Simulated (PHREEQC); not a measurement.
Solution (25 °C): 0.00017 mol/kgw Ca(HCO3)2 and 0.05 mol/kgw Na2HPO4. Closed to the air; pH follows from the charge balance.

Computed with PHREEQC (ion-association model, wateq4f.dat).

```tsv
quantity	before	after
pH	9.06	9.21
ionic strength (mol/kgw)	0.144	0.144
HPO4-2 (mol/kgw)	0.0465	0.0467
NaHPO4- (mol/kgw)	0.00292	0.00293
H2PO4- (mol/kgw)	0.000287	0.000200
PO4-3 (mol/kgw)	9.42e-5	0.000136
```

### Question
Name the change that produced these shifts.
A) Ca(HCO3)2 from 0.00017 to 3.4e-05 mol/kgw
B) diluted 100-fold with water
C) Ca(HCO3)2 from 0.00017 to 0.000187 mol/kgw
D) temperature from 25 to 85 °C

### Answer
A, Ca(HCO3)2 from 0.00017 to 3.4e-05 mol/kgw

This is a speciation only: nothing precipitates in the calculation. Some of these states are supersaturated (in Hydroxyapatite, for instance). H3PO4, which wateq4f.dat lacks, is added to it with the constant of phreeqc.dat.
